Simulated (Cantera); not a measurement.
Premixed flame

A freely propagating, adiabatic, planar premixed flame of 3.90 % C3H8, 22.4 % O2, 71.7 % N2, 2.03 % H2O, equivalence ratio 0.87, unburnt at 450 K and 7350 Torr; multicomponent transport, grid criteria slope 0.08 and curve 0.16, no radiation.

Detailed kinetics in Cantera: GRI-Mech 3.0 (53 species, 325 reactions). GRI-Mech 3.0 was tuned for natural gas; its chemistry of propane as a main component is partial and can be far from experiment. Burning velocities carry a grid error of a few per cent, more on coarse grids.

```tsv
z (mm)	T (K)	u (m/s)	x C3H8	x O2	x H2O	x NO	x CH2	x OH
-0.143	450	0.532	0.0389	0.224	0.0203	<1e-8	<1e-8	<1e-8
-0.0955	452	0.535	0.0389	0.223	0.0206	<1e-8	<1e-8	<1e-8
-0.0716	461	0.546	0.0388	0.222	0.0219	<1e-8	<1e-8	<1e-8
-0.0477	525	0.625	0.0383	0.215	0.0298	7.77e-8	<1e-8	5.96e-8
-0.0239	926	1.13	0.0295	0.174	0.0682	1.45e-6	<1e-8	7.91e-6
-0.0119	1356	1.69	0.0125	0.128	0.104	4.63e-6	1.37e-6	0.000128
0	1796	2.28	0.000417	0.0795	0.139	9.81e-6	2.68e-5	0.00182
0.0119	2016	2.55	2.14e-7	0.0535	0.152	1.70e-5	1.12e-5	0.00557
0.0239	2118	2.66	<1e-8	0.0435	0.156	2.35e-5	7.35e-7	0.00727
0.0477	2227	2.78	<1e-8	0.0362	0.159	3.34e-5	<1e-8	0.00738
0.0955	2317	2.87	<1e-8	0.0315	0.163	4.78e-5	<1e-8	0.00620
0.191	2369	2.93	<1e-8	0.0289	0.166	6.86e-5	<1e-8	0.00501
0.382	2388	2.94	<1e-8	0.0280	0.167	0.000102	<1e-8	0.00453
```
x: mole fraction of selected species; z is measured from the peak of heat release.

```
Property                     Result
------------------------  ---------
laminar burning velocity  53.1 cm/s
thermal thickness         0.0477 mm
peak x(CH2)                 2.93e-5
peak x(OH)                  0.00755
grid points                     158
```
